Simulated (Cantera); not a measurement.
CHF3 + CH4 + H2 (fluorocarbon and chlorocarbon gases)

A closed system holds: 1 mol CHF3, a varied amount of CH4, 0.46 mol H2, held at 2025 K and 10.0 Torr.

Cantera equilibrium calculation (NASA polynomials, part measured and part estimated; ideal gas, pure solids and liquids). Candidate condensed phases: C, C6H6, C7H8, C8H18; 95 gas species. Gases not in the tables: C2F6 and larger saturated fluorocarbons. The numbers say what is thermodynamically allowed, not how fast it happens.

From 0.021 mol CH4 to 0.97 mol CH4 the condensed part is C(graphite). The main C-bearing gas is CF4 at 0.021 mol CH4 and C2H2 (acetylene) at 0.97 mol CH4.

| n(CH4) (mol) | x HF | x H2 | x CF4 | x CF2 | x F | n C(graphite) |
|---|---|---|---|---|---|---|
| 0.021 | 0.861 | 1.11e-7 | 0.0837 | 0.0343 | 0.0196 | 0.742 |
| 0.032 | 0.868 | 1.16e-7 | 0.0783 | 0.0331 | 0.0193 | 0.765 |
| 0.049 | 0.878 | 1.26e-7 | 0.0703 | 0.0314 | 0.0188 | 0.800 |
| 0.075 | 0.893 | 1.42e-7 | 0.0587 | 0.0287 | 0.0179 | 0.855 |
| 0.12 | 0.918 | 1.81e-7 | 0.0406 | 0.0239 | 0.0164 | 0.949 |
| 0.18 | 0.949 | 2.75e-7 | 0.0201 | 0.0168 | 0.0137 | 1.08 |
| 0.27 | 0.999 | 0.000189 | 5.21e-8 | 2.70e-5 | 0.000550 | 1.27 |
| 0.41 | 0.912 | 0.0827 | <1e-12 | 5.16e-8 | 2.40e-5 | 1.41 |
| 0.64 | 0.799 | 0.193 | <1e-12 | 1.69e-8 | 1.38e-5 | 1.64 |
| 0.97 | 0.679 | 0.312 | <1e-12 | 7.57e-9 | 9.21e-6 | 1.97 |
x: gas mole fraction; n: condensed amount in mol.
